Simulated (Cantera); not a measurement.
Source: NASA polynomial tables (part measured, part estimated), evaluated in Cantera. Values are per mole of reaction as written; species without (g) are pure solids or liquids, kept so even where they would boil at 1 bar.

Between 1150 and 1900 K, where is each reaction favourable under standard conditions?
- 3 H2(g) + N2(g) = 2 NH3(g)
- 4 Cr + N2(g) = 2 Cr2N


- 3 H2(g) + N2(g) = 2 NH3(g): ΔG° is 159 kJ at 1150 K and 336 kJ at 1900 K; it stays positive (K < 1). ΔH° is -112 kJ and ΔS° -236 J/K at 1900 K.
- 4 Cr + N2(g) = 2 Cr2N: ΔG° is -83 kJ at 1150 K and 14 kJ at 1900 K; it changes sign between 1750 and 1825 K. ΔH° is -229 kJ and ΔS° -128 J/K at 1900 K.
